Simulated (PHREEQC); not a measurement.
Model water analysis in mg/L, 46 °C, pH 6.09, pe -0.4: Na 0.0791; K 0.000143; Ca 0.181; Mg 0.0167; Cl 0.328; S(6) as SO4 0.0537; Alkalinity as HCO3 0.193; F 0.000455; Si as SiO2 0.00292; B 1.83e-05; Li 0.000102.

Valence states are taken as typed.

Computed with PHREEQC (ion-association model, phreeqc.dat).

```
quantity                    before     after
------------------------  --------  --------
ionic strength (mol/kgw)   2.03e-5   1.95e-5
CO2 (mol/kgw)              6.17e-6   3.68e-6
HCO3- (mol/kgw)            3.93e-6   2.34e-6
CaSO4 (mol/kgw)           4.97e-10  4.98e-10
CO3-2 (mol/kgw)           3.16e-10  1.89e-10
CaHCO3+ (mol/kgw)         2.73e-10  1.63e-10
SI of Quartz (SiO2)          -3.62     -3.62
```

Question: Name the change that produced these shifts.
A) pH from 6.09 to 5.59 at the same alkalinity
B) all concentrations times 3 at the same typed pH
C) pH from 6.09 to 6.39 at the same alkalinity
D) Alkalinity from 0.193 to 0.0965 mg/L

Answer: D, Alkalinity from 0.193 to 0.0965 mg/L

This is a speciation only: nothing precipitates in the calculation. Away from 25 °C the constants follow the database's enthalpies or fits; those with neither stay at their 25 °C values. SiF6-2 is the database's only silicon fluoride. Real BF4- forms and hydrolyses slowly; the run takes it at equilibrium.
